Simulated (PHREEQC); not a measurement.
HCl is added in steps, without added water, to 1 kg of water holding 0.045 mol/kgw Cs2SO4, 3.1e-05 mol/kgw Rb2SO4 and 0.0015 mol/kgw CaCl2, at 80 °C. Oxygen alone is held at its pressure in air (log pO2 = -0.68). No CO2 enters from the air. Solids allowed: Gypsum, Portlandite. Others were left out.

Base run: PHREEQC, ion-association model, wateq4f.dat. Each further column changes one thing. The table gives HSO4- (mol/kgw).

| HCl added (mol) | base | CaCl2 replaced by Ca(HCO3)2 at the same molality | CaCl2 from 0.0015 to 0.00165 mol/kgw | Rb2SO4 from 3.1e-05 to 3.41e-05 mol/kgw | no solid may form |
|---|---|---|---|---|---|
| 0 | 1.44e-6 | 2.11e-7 | 1.44e-6 | 1.44e-6 | 1.44e-6 |
| 0.002 | 0.00169 | 8.96e-6 | 0.00169 | 0.00169 | 0.00169 |
| 0.0035 | 0.00294 | 0.000449 | 0.00294 | 0.00294 | 0.00294 |
| 0.0055 | 0.00460 | 0.00211 | 0.00460 | 0.00460 | 0.00460 |
| 0.0075 | 0.00623 | 0.00378 | 0.00623 | 0.00623 | 0.00623 |
| 0.009 | 0.00744 | 0.00501 | 0.00743 | 0.00744 | 0.00744 |
| 0.011 | 0.00903 | 0.00664 | 0.00902 | 0.00903 | 0.00903 |
| 0.0125 | 0.0102 | 0.00784 | 0.0102 | 0.0102 | 0.0102 |
| 0.0145 | 0.0117 | 0.00942 | 0.0117 | 0.0117 | 0.0117 |
| 0.0165 | 0.0132 | 0.0110 | 0.0132 | 0.0132 | 0.0132 |
| 0.018 | 0.0143 | 0.0121 | 0.0143 | 0.0143 | 0.0143 |
| 0.02 | 0.0158 | 0.0136 | 0.0158 | 0.0158 | 0.0158 |

Away from 25 °C the constants follow the database's enthalpies or fits; those with neither stay at their 25 °C values. Solids allowed in the column 'CaCl2 replaced by Ca(HCO3)2 at the same molality': Calcite, Gypsum, Portlandite.
